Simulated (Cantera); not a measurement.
Input (Python, Cantera) and output of one run.

```python
import numpy as np
import cantera as ct

gas_names = """
    AL ALH ALN ALO ALOH ALO2 ALO2H AL2 AL2O AL2O2 H HALO HNO HNO2 HNO3 HO2 H2 H2O H2O2 N NH NH2 NH3
    NH2OH NO NO2 NO3 N2 N2H2 N2H4 N2O O OH O2 O3
""".split()
cond_names = """
    AL(cr) AL(L) ALN(s) AL2O3(a) AL2O3(L) H2O(s) H2O(L)
""".split()


# ... load() reads the species with a 1 bar reference pressure and builds the phases ...
atoms = {
    'AlN': {'AL': 1, 'N': 1},
    'O2': {'O': 2},
    'H2': {'H': 2},
}
top_T = {'ALN(s)': 2750}  # K; cautious upper limits of use, not melting points


# ... equilibrate(T, P, feed) seeds the gas with the atoms and calls Mixture.equilibrate('TP', solver="vcs", rtol=1e-11, max_steps=5000) ...
results = []
feed = {'AlN': 1, 'O2': 5.6, 'H2': 2.1}  # mol
T = 1973.15  # K
P = 43  # Pa
mix = equilibrate(T, P, feed)
results.append((T, P, feed, dict(zip(mix.species_names, mix.species_moles))))
x = sorted(zip(gas.X, gas.species_names), reverse=True)
print(f"T = {T:g} K  P = {P:g} Pa  gas = {mix.phase_moles(0):.4g} mol")
print("   x: " + "  ".join(f"{s} {v:.3e}" for v, s in x if v > 1e-05))
print("   condensed (mol): " + ("  ".join(f"{mix.phase(i).name} {mix.phase_moles(i):.4g}"
      for i in range(1, mix.n_phases) if mix.phase_moles(i) > 1e-12) or "none"))
```

It prints:

```
T = 1973.15 K  P = 43 Pa  gas = 6.546 mol
   x: O2 5.653e-01  H2O 3.003e-01  N2 7.459e-02  OH 2.762e-02  O 1.969e-02  H2 4.524e-03  H 4.381e-03  NO 3.587e-03
   condensed (mol): AL2O3(a) 0.5
```

Method: chemical equilibrium by Gibbs-energy minimisation in Cantera with the NASA 1993 tables (ideal gas, pure condensed phases).
